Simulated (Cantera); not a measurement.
A jet of CH₄ : O₂ : N₂ = 0.01 : 0.11 : 0.79 (molar parts), equivalence ratio 0.18 at 300 K and 15000 Pa hits a platinum plate 5.3 cm away at a mass flux of 0.038 kg/m²/s; the plate temperature is set and raised in steps from an oxygen-covered start.

Detailed kinetics in Cantera: Deutschmann's 1995 Pt surface mechanism with GRI-Mech 3.0 gas chemistry. Catalytic surfaces can have several steady states; this one follows from the mechanism file's or the stated starting coverage.

x: mole fraction at the wall; θ: surface coverage.

| plate T (K) | wall x CH₄ | wall x O₂ | wall x H₂O | wall x OH | wall x CO | wall x CO₂ | θ free Pt | θ O* |
|---|---|---|---|---|---|---|---|---|
| 900 | 0.00615 | 0.111 | 0.00901 | 1.69e-8 | 2.18e-6 | 0.00588 | 0.174 | 0.825 |
| 950 | 0.00434 | 0.107 | 0.0124 | 5.31e-8 | 2.11e-6 | 0.00808 | 0.236 | 0.763 |
| 1000 | 0.00305 | 0.104 | 0.0147 | 1.43e-7 | 1.99e-6 | 0.00962 | 0.301 | 0.698 |
| 1050 | 0.00221 | 0.102 | 0.0162 | 3.40e-7 | 1.90e-6 | 0.0106 | 0.367 | 0.632 |
| 1100 | 0.00166 | 0.101 | 0.0172 | 7.38e-7 | 1.86e-6 | 0.0113 | 0.432 | 0.568 |
| 1150 | 0.00123 | 0.100 | 0.0178 | 1.50e-6 | ___ | 0.0116 | 0.494 | 0.505 |
| 1200 | 0.000915 | 0.0999 | 0.0184 | 2.82e-6 | ___ | 0.0119 | 0.554 | 0.445 |
| 1250 | 0.000669 | 0.0994 | 0.0188 | 5.00e-6 | ___ | 0.0121 | 0.611 | 0.389 |

**Question.** Complete the blanks.

**Answer.** 
- 1150, wall x CO: 2.19e-6
- 1200, wall x CO: 2.69e-6
- 1250, wall x CO: 3.33e-6
